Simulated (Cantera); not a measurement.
**Iron carbonyl, mercury and lead vapours: Fe(CO)₅ + H₂**

Charge: 1 mol Fe(CO)₅, 9.1 mol H₂, at 13.3 mbar.

Cantera equilibrium calculation (NASA polynomials, part measured and part estimated; ideal gas, pure solids and liquids). Candidate condensed phases: C, C₆H₆, C₇H₈, C₈H₁₈, Fe, Fe(CO)₅, FeO, Fe(OH)₂, Fe(OH)₃, Fe₂O₃, Fe₃O₄, H₂O; 114 gas species. Condensed phases not in the tables: cementite and carbon dissolved in iron. Equilibrium is a limit: real reactors are often held back by kinetics, nucleation or transport.

```csv
T (K),x H₂,x CO,x H,x Fe,x H₂O,x CH₄,x CO₂,x C₂H₂ (acetylene),n C(graphite),n Fe(α),n Fe(γ),n Fe(δ)
1123,0.645,0.354,2.96e-7,2.34e-10,0.000201,0.000163,0.000101,1.42e-8,0.00196,1.00,0,0
1173,0.645,0.355,8.20e-7,1.47e-9,0.000108,0.000108,4.67e-5,3.95e-8,0.000661,1.00,0,0
1223,0.645,0.355,2.09e-6,7.93e-9,6.13e-5,7.40e-5,2.31e-5,1.01e-7,0,0,1.00,0
1273,0.645,0.355,4.96e-6,3.73e-8,3.79e-5,5.00e-5,1.26e-5,2.20e-7,0,0,1.000,0
1323,0.645,0.355,1.10e-5,1.56e-7,2.58e-5,3.27e-5,7.65e-6,3.99e-7,0,0,1.000,0
1373,0.645,0.355,2.32e-5,5.85e-7,1.83e-5,2.18e-5,4.88e-6,6.79e-7,0,0,1.000,0
1423,0.645,0.355,4.62e-5,2.00e-6,1.36e-5,1.47e-5,3.29e-6,1.07e-6,0,0,1.000,0
1473,0.645,0.355,8.80e-5,6.27e-6,1.06e-5,9.84e-6,2.35e-6,1.53e-6,0,0,1.000,0
1523,0.645,0.355,0.000161,1.82e-5,8.73e-6,6.51e-6,1.79e-6,1.98e-6,0,0,1.000,0
1573,0.645,0.355,0.000283,4.93e-5,7.56e-6,4.27e-6,1.44e-6,2.34e-6,0,0,0.999,0
1623,0.645,0.354,0.000481,0.000125,6.80e-6,2.79e-6,1.21e-6,2.59e-6,0,0,0.998,0
1673,0.645,0.354,0.000792,0.000301,6.29e-6,1.83e-6,1.05e-6,2.73e-6,0,0,0,0.996
```
x: gas mole fraction; n: condensed amount in mol.

From 1123 K to 1173 K the condensed part is C(graphite) + Fe(α). From 1223 K to 1623 K the condensed part is Fe(γ). At 1673 K the condensed part is Fe(δ).
